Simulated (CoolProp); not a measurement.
Vapour-liquid equilibrium of propylene (1) + n-heptane (2) at 49.05 °C; x and y are mole fractions of (1).

Model: multi-fluid Helmholtz-energy mixture model, Lemmon 2013 and Span 2003; pair parameters Bell 2016, in CoolProp.

| x | bubble pressure, mixture model (kPa) | bubble pressure, Raoult's law (kPa) | y, mixture model | y, Raoult's law |
|---|---|---|---|---|
| 0.05 | 99.76 | 117.9 | 0.821 | 0.854 |
| 0.15 | 289.4 | 317.3 | 0.940 | 0.951 |
| 0.25 | 498.7 | 516.7 | 0.966 | 0.974 |
| 0.35 | 711.0 | 716.2 | 0.977 | 0.984 |
| 0.45 | 914.8 | 915.6 | 0.983 | 0.989 |
| 0.55 | 1105 | 1115 | 0.987 | 0.993 |
| 0.65 | 1285 | 1314 | 0.990 | 0.995 |
| 0.75 | 1462 | 1514 | 0.992 | 0.997 |
| 0.85 | 1652 | 1713 | 0.995 | 0.998 |
| 0.95 | 1875 | 1913 | 0.998 | 1.000 |

The largest gap from Raoult's law is -15.4 % in bubble pressure, at x = 0.05. No azeotrope shows between x = 0.05 and 0.95.

Pair parameters are fitted to limited data, so mixtures are less certain than the pure fluids.
